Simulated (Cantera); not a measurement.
Mixture: CH4 : O2 : N2 : H2O = 1 : 4.55 : 17.1 : 1.2 (molar parts), equivalence ratio 0.44, at 3.90 bar, adiabatic and at constant pressure. Ignition delay is the time to a rise of 400 K.

Computed with Cantera and GRI-Mech 3.0 (53 species, 325 reactions).

Task: What does this change do: H2O 1.2 to 0.36 parts?

Result: 
| quantity | before | after |
|---|---|---|
| delay at 1225 K | 6.64 ms | 6.37 ms |
| delay at 1275 K | 3.61 ms | 3.43 ms |
| delay at 1325 K | 2.02 ms | 1.91 ms |
| delay at 1375 K | 1.16 ms | 1.09 ms |
| delay at 1425 K | 0.689 ms | 0.647 ms |
| delay at 1475 K | 0.418 ms | 0.395 ms |
| delay at 1525 K | 0.261 ms | 0.248 ms |
| apparent activation energy between 1425 and 1525 K | 180 kJ/mol | 170 kJ/mol |

Task: What does this change do: CH4 1 to 1.9 parts?

Result: 
```tsv
quantity	before	after
delay at 1225 K	6.64 ms	9.06 ms
delay at 1275 K	3.61 ms	4.93 ms
delay at 1325 K	2.02 ms	2.75 ms
delay at 1375 K	1.16 ms	1.57 ms
delay at 1425 K	0.689 ms	0.916 ms
delay at 1475 K	0.418 ms	0.545 ms
delay at 1525 K	0.261 ms	0.332 ms
apparent activation energy between 1425 and 1525 K	180 kJ/mol	180 kJ/mol
```
